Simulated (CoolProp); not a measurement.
Vapour-liquid equilibrium of CH2F2 (R32) (1) + R152A (2) at 1.68 MPa; x and y are mole fractions of (1).

Model: multi-fluid Helmholtz-energy mixture model, Tillner-Roth 1997 and Outcalt 1996; pair parameters Bell 2016, in CoolProp.

**Question.** Give the bubble temperature and the first vapour's composition at x = 0.05, 0.35, 0.65. Is there an azeotrope?

**Answer.** x = 0.05: 62.0 °C, y = 0.092; x = 0.35: 47.1 °C, y = 0.518; x = 0.65: 35.5 °C, y = 0.792. No azeotrope shows between x = 0.05 and 0.95.

The pair parameters rest on a limited set of measurements; away from them the model extrapolates.
